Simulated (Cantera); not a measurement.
## Equilibrium for silicon nitride deposition: trisilylamine + N₂ + NH₃

Input: 1 mol trisilylamine, 0.68 mol N₂, 0.29 mol NH₃, equilibrated at 1875 K.

Method: chemical equilibrium by Gibbs-energy minimisation in Cantera with the NASA 1993 tables (ideal gas, pure condensed phases). Candidate condensed phases: Si, Si₃N₄; 18 gas species. The feed counts by its element totals alone. Mutual solubility and eutectic melting of coexisting phases are not modelled. The tables' values for SiN are old estimates; treat these amounts as uncertain. Gases not in the tables: Si₂H₆ and higher silanes. Kinetics and transport are ignored.

From 5.00 Pa to 37.0 mbar the condensed part is Si(l). From 0.190 bar to 1.00 bar the condensed part is Si(l) + Si₃N₄(s). The main Si-bearing gas is Si at 5.00 Pa and SiH₂ at 1.00 bar.

```json
[
 {"P (Pa)": "5", "log p H₂": "-4.54", "log p N₂": "-5.08", "log p Si": "-5.04", "log p H": "-5.45", "n Si(l)": "1.51", "n Si₃N₄(s)": "0"},
 {"P (Pa)": "26", "log p H₂": "-3.72", "log p N₂": "-4.28", "log p Si": "-5.04", "log p H": "-5.04", "n Si(l)": "2.76", "n Si₃N₄(s)": "0"},
 {"P (Pa)": "140", "log p H₂": "-2.97", "log p N₂": "-3.53", "log p Si": "-5.04", "log p H": "-4.67", "n Si(l)": "2.96", "n Si₃N₄(s)": "0"},
 {"P (Pa)": "710", "log p H₂": "-2.26", "log p N₂": "-2.83", "log p Si": "-5.04", "log p H": "-4.31", "n Si(l)": "2.99", "n Si₃N₄(s)": "0"},
 {"P (Pa)": "3700", "log p H₂": "-1.54", "log p N₂": "-2.11", "log p Si": "-5.04", "log p H": "-3.95", "n Si(l)": "3.00", "n Si₃N₄(s)": "0"},
 {"P (Pa)": "19000", "log p H₂": "-0.79", "log p N₂": "-1.55", "log p Si": "-5.04", "log p H": "-3.58", "n Si(l)": "2.32", "n Si₃N₄(s)": "0.227"},
 {"P (Pa)": "100000", "log p H₂": "-0.01", "log p N₂": "-1.55", "log p Si": "-5.04", "log p H": "-3.19", "n Si(l)": "1.23", "n Si₃N₄(s)": "0.590"}
]
```
log p: log10 of the partial pressure in bar; n: condensed amount in mol.
